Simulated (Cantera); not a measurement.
Charge: 1 mol Si, a varied amount of HCl, 0.28 mol H₂, at 101000 Pa.

Points: T (K) = 650, 725, 800, 875, 950, 1025, 1100, 1175, 1250, 1325, 1400, 1475; n(HCl) (mol) = 0.71, 0.88, 1.1, 1.3, 1.6, 2, 2.4, 3, 3.7.

Cantera's Mixture.equilibrate('TP', solver="vcs", rtol=1e-11, max_steps=5000) on the NASA tables stopped like this:

```
ERROR: FAILURE its = 5001!

*******************************************************************************
CanteraError thrown by MultiPhase::equilibrate:
VCS solver failed. Return code: -1
*******************************************************************************
```

What got this run through?

Several could match; the one computed here: The failure is numerical, not chemical. The same input converged with solver="gibbs", rtol=1e-10, max_steps=50000, and the result passed a check of the equilibrium conditions:
```
    650       0.71  Si(cr)
    650       0.88  Si(cr)
    650        1.1  Si(cr)
    650        1.3  Si(cr)
    650        1.6  Si(cr)
    650          2  Si(cr)
    650        2.4  Si(cr)
    650          3  Si(cr)
    650        3.7  gas only
    725       0.71  Si(cr)
    725       0.88  Si(cr)
    725        1.1  Si(cr)
    725        1.3  Si(cr)
    725        1.6  Si(cr)
    725          2  Si(cr)
    725        2.4  Si(cr)
    725          3  Si(cr)
    725        3.7  gas only
    800       0.71  Si(cr)
    800       0.88  Si(cr)
    800        1.1  Si(cr)
    800        1.3  Si(cr)
    800        1.6  Si(cr)
    800          2  Si(cr)
    800        2.4  Si(cr)
    800          3  Si(cr)
    800        3.7  gas only
    875       0.71  Si(cr)
    875       0.88  Si(cr)
    875        1.1  Si(cr)
    875        1.3  Si(cr)
    875        1.6  Si(cr)
    875          2  Si(cr)
    875        2.4  Si(cr)
    875          3  Si(cr)
    875        3.7  Si(cr)
    950       0.71  Si(cr)
    950       0.88  Si(cr)
    950        1.1  Si(cr)
    950        1.3  Si(cr)
    950        1.6  Si(cr)
    950          2  Si(cr)
    950        2.4  Si(cr)
    950          3  Si(cr)
    950        3.7  Si(cr)
   1025       0.71  Si(cr)
   1025       0.88  Si(cr)
   1025        1.1  Si(cr)
   1025        1.3  Si(cr)
   1025        1.6  Si(cr)
   1025          2  Si(cr)
   1025        2.4  Si(cr)
   1025          3  Si(cr)
   1025        3.7  Si(cr)
   1100       0.71  Si(cr)
   1100       0.88  Si(cr)
   1100        1.1  Si(cr)
   1100        1.3  Si(cr)
   1100        1.6  Si(cr)
   1100          2  Si(cr)
   1100        2.4  Si(cr)
   1100          3  Si(cr)
   1100        3.7  Si(cr)
   1175       0.71  Si(cr)
   1175       0.88  Si(cr)
   1175        1.1  Si(cr)
   1175        1.3  Si(cr)
   1175        1.6  Si(cr)
   1175          2  Si(cr)
   1175        2.4  Si(cr)
   1175          3  Si(cr)
   1175        3.7  Si(cr)
   1250       0.71  Si(cr)
   1250       0.88  Si(cr)
   1250        1.1  Si(cr)
   1250        1.3  Si(cr)
   1250        1.6  Si(cr)
   1250          2  Si(cr)
   1250        2.4  Si(cr)
   1250          3  Si(cr)
   1250        3.7  Si(cr)
   1325       0.71  Si(cr)
   1325       0.88  Si(cr)
   1325        1.1  Si(cr)
   1325        1.3  Si(cr)
   1325        1.6  Si(cr)
   1325          2  Si(cr)
   1325        2.4  Si(cr)
   1325          3  Si(cr)
   1325        3.7  Si(cr)
   1400       0.71  Si(cr)
   1400       0.88  Si(cr)
   1400        1.1  Si(cr)
   1400        1.3  Si(cr)
   1400        1.6  Si(cr)
   1400          2  Si(cr)
   1400        2.4  Si(cr)
   1400          3  Si(cr)
   1400        3.7  gas only
   1475       0.71  Si(cr)
   1475       0.88  Si(cr)
   1475        1.1  Si(cr)
   1475        1.3  Si(cr)
   1475        1.6  Si(cr)
   1475          2  Si(cr)
   1475        2.4  Si(cr)
   1475          3  Si(cr)
   1475        3.7  gas only
```

The gas is ideal and each condensed phase is pure. The tables' values for SiCl3 are old estimates.
